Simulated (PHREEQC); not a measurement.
## Nickel, zinc or cadmium bath (model solution)

Solution (50 °C): 19 mmol/kgw NiCl2, 25 mmol/kgw KCl and 0.2 mmol/kgw HCl. Closed to the air; pH follows from the charge balance.

The numbers come from PHREEQC with the ion-association model, wateq4f.dat.

No solid was allowed to form.

Task: Predict the pH.

Result: pH 3.78.

Task: In which forms is Ni present?

Result: Ni+2 94 %, NiCl+ 5.5 %, NiCl2 0.7 % of the Ni.

Constants without temperature data keep their 25 °C values here.
